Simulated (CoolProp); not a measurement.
Vapour-liquid equilibrium of diethyl ether (1) + n-hexane (2) at 32.75 °C; x and y are mole fractions of (1).

Values from CoolProp's multi-fluid Helmholtz-energy mixture model, Thol 2014 and Thol 2019; pair parameters Bell 2016.

Q: Give the bubble pressure and the first vapour's composition at x = 0.275, 0.35, 0.425. Is there an azeotrope?

A: x = 0.275: 49.99 kPa, y = 0.577; x = 0.35: 55.00 kPa, y = 0.650; x = 0.425: 59.80 kPa, y = 0.709. No azeotrope shows between x = 0.05 and 0.95.

Pair parameters are fitted to limited data, so mixtures are less certain than the pure fluids.
